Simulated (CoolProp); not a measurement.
Properties of n-octane along the isotherm 620 K (Tc = 568.7 K, pc = 24.84 bar, ω = 0.398).

The numbers come from the reference Helmholtz-energy equation of state, Beckmüller 2019 in CoolProp.

```csv
p (bar),phase,Z,Joule-Thomson coefficient (K/MPa),expansivity (1/kK),viscosity (µPa s),fugacity coefficient
0.118,gas,0.9987,5.980,1.620,11.6,0.9987
0.209,gas,0.9977,5.987,1.626,11.6,0.9978
0.373,gas,0.9960,5.999,1.636,11.6,0.9960
0.662,gas,0.9929,(withheld),1.655,11.7,0.9929
1.18,gas,0.9872,6.062,1.689,11.7,0.9874
2.09,gas,0.9773,6.135,1.751,11.7,0.9777
3.73,gas,0.9592,6.272,1.870,11.7,(withheld)
6.62,gas,0.9266,6.534,2.110,11.8,0.9303
11.8,gas,0.8658,7.082,2.660,12.1,(withheld)
20.9,gas,(withheld),(withheld),4.284,13.2,0.7894
37.3,supercritical,(withheld),11.01,14.32,20.1,0.6407
```

### Question
Complete the blanks.

### Answer

- 0.662, Joule-Thomson coefficient (K/MPa): 6.022
- 3.73, fugacity coefficient: 0.9604
- 11.8, fugacity coefficient: 0.8778
- 20.9, Z: 0.7495
- 20.9, Joule-Thomson coefficient (K/MPa): 8.368
- 37.3, Z: 0.4957

Viscosity comes from a separate model (Huber 2004).
